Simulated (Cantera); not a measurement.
A perfectly stirred reactor is fed with CH3OH : O2 : N2 = 1 : 1.52 : 5.7 (molar parts), equivalence ratio 0.99, at 760 Torr; it is adiabatic with a 473 K inlet, and is followed from long to short residence time, starting on the burning branch (τ in s: 0.15, 0.07, 0.032, 0.014, 0.0066, 0.003, 0.0014, 0.00062, 0.00028, 0.00013, 5.8e-05, 2.6e-05, 1.2e-05).

Computed with Cantera and GRI-Mech 3.0 (53 species, 325 reactions). GRI-Mech 3.0 was tuned for natural gas; its chemistry of methanol as a main component is partial and can be far from experiment.

Problem. What does this change do: O2 1.52 to 1.1 parts?

Solution. 
```json
[
 {"quantity": "blow-out, bracketed by the residence times tried", "before": "burning at 58.0 µs, out at 26.0 µs", "after": "burning at 0.280 ms, out at 0.130 ms"},
 {"quantity": "x(CH3OH) at τ = 0.150 s", "before": "5.10e-7", "after": "1.33e-6"},
 {"quantity": "x(O2) at τ = 0.150 s", "before": "0.00923", "after": "9.04e-5"},
 {"quantity": "x(C2H2) at τ = 0.150 s", "before": "3.60e-12", "after": "1.41e-9"},
 {"quantity": "x(HO2) at τ = 0.150 s", "before": "1.20e-6", "after": "4.93e-8"},
 {"quantity": "x(C2H4) at τ = 0.150 s", "before": "<1e-12", "after": "6.14e-11"},
 {"quantity": "x(CH3OH) at τ = 1.40 ms", "before": "2.01e-5", "after": "3.13e-5"},
 {"quantity": "x(O2) at τ = 1.40 ms", "before": "0.0201", "after": "0.00202"},
 {"quantity": "x(C2H2) at τ = 1.40 ms", "before": "4.98e-10", "after": "2.30e-7"},
 {"quantity": "x(HO2) at τ = 1.40 ms", "before": "6.18e-6", "after": "1.40e-6"},
 {"quantity": "x(C2H4) at τ = 1.40 ms", "before": "2.98e-10", "after": "2.27e-8"}
]
```
